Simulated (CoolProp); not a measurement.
Vapour-liquid equilibrium of toluene (1) + o-xylene (2) at 309.7 K; x and y are mole fractions of (1).

Model: multi-fluid Helmholtz-energy mixture model, Lemmon 2006 and Zhou 2012; pair parameters Bell 2016, in CoolProp.

```csv
x,"bubble pressure, mixture model (bar)","bubble pressure, Raoult's law (bar)","y, mixture model","y, Raoult's law"
0.05,0.01956,0.01966,0.167,0.171
0.2,0.02711,0.02717,0.495,0.495
0.35,0.03488,0.03468,0.682,0.678
0.5,0.04260,0.04218,0.800,0.797
0.65,0.05013,0.04969,0.880,0.879
0.8,0.05748,0.05720,0.939,0.940
0.95,0.06476,0.06471,0.986,0.987
```

The largest gap from Raoult's law is +1.0 % in bubble pressure, at x = 0.5. No azeotrope shows between x = 0.05 and 0.95.

The pair parameters rest on a limited set of measurements; away from them the model extrapolates. The gap from Raoult's law changes sign with composition, which may be real or a fault of the pair parameters; it wasn't checked against measurements.
